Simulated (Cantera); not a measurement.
Cantera with NASA thermochemical tables; ideal gases at 1 bar, condensed phases pure. Values are per mole of reaction as written; species without (g) are pure solids or liquids, kept so even where they would boil at 1 bar. TiC: taken at fixed stoichiometry.

Task: Between 300 and 2850 K, where is each reaction favourable under standard conditions?
- 2 TiC + 5 O(g) ⇌ 2 CO(g) + Ti2O3

Result: 
- 2 TiC + 5 O(g) ⇌ 2 CO(g) + Ti2O3: ΔG° is -2505 kJ at 300 K and -1565 kJ at 2850 K; it stays negative (K > 1). ΔH° is -2511 kJ and ΔS° -332 J/K at 2850 K.
